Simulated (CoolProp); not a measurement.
The fluid at 298.15 K and 0.0111 MPa is compressed adiabatically to 0.0305 MPa with isentropic efficiency 0.9. The same conditions are run with several fluids, on thermodynamics alone (safety and materials aside).

Computed with CoolProp (reference Helmholtz-energy equation of state of each fluid (R21: Platzer 1990; CH3F (R41): Lemmon 2006; cyclopropane: Polt 1992; R141b: Lemmon 2006; ethylene: Smukala 2000)). The equations of Platzer and Polt are older, rougher fits.

```
fluid         work (kJ/kg)  final temperature (K)  final density (kg/m³)
------------  ------------  ---------------------  ---------------------
R21                    [?]                    [?]                   1.10
CH3F (R41)             [?]                  376.2                  0.332
cyclopropane           [?]                  347.4                  0.446
R141b                 24.8                  330.5                    [?]
ethylene               [?]                    [?]                    [?]
```

Question: Fill in the missing entries.

Answer: 
- R21, work (kJ/kg): 28.8
- R21, final temperature (K): 345.4
- CH3F (R41), work (kJ/kg): 91.2
- cyclopropane, work (kJ/kg): 71.0
- R141b, final density (kg/m³): 1.31
- ethylene, work (kJ/kg): 109
- ethylene, final temperature (K): 364.6
- ethylene, final density (kg/m³): 0.282
